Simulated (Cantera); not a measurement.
Ignition delay

Mixture: CH4 : C2H6 : O2 : N2 = 0.56 : 0.14 : 2.68 : 10.1 (molar parts), equivalence ratio 0.60, at 8250 Torr, adiabatic and at constant pressure. Ignition delay is the time to a rise of 400 K.

Detailed kinetics in Cantera: GRI-Mech 3.0 (53 species, 325 reactions).

```csv
T0 (K),delay (ms)
1025,18.0
1075,6.82
1125,2.78
1175,1.21
1225,0.560
1275,0.280
1325,0.151
1375,0.0870
1425,0.0535
```

```yaml
apparent activation energy between 1325 and 1425 K: 160 kJ/mol
```
